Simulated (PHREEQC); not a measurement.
## Nickel, zinc or cadmium bath

Solution (20 °C): 0.048 mol/kgw CdCl2 and 0.082 mol/kgw H2SO4. Closed to the air; pH follows from the charge balance.

The numbers come from PHREEQC with the ion-association model, phreeqc.dat.

Each row changes one thing in this solution. Precipitation was switched off in this run.

```tsv
case	pH	ionic strength (mol/kgw)
as made	1.06	0.192
CdCl2 left out	1.08	0.120
H2SO4 from 0.082 to 0.0164 mol/kgw	___	___
CdCl2 from 0.048 to 0.48 mol/kgw	1.05	0.499
H2SO4 from 0.082 to 0.164 mol/kgw	___	___
H2SO4 left out	5.56	___
H2SO4 from 0.082 to 0.041 mol/kgw	1.31	0.137
H2SO4 replaced by MnSO4 at the same molality	5.81	0.259
```

### Question
What belongs in the gaps?

### Answer

- H2SO4 from 0.082 to 0.0164 mol/kgw, pH: 1.66
- H2SO4 from 0.082 to 0.0164 mol/kgw, ionic strength (mol/kgw): 0.100
- H2SO4 from 0.082 to 0.164 mol/kgw, pH: 0.80
- H2SO4 from 0.082 to 0.164 mol/kgw, ionic strength (mol/kgw): 0.292
- H2SO4 left out, ionic strength (mol/kgw): 0.0707

Species that the database lacks are ignored.
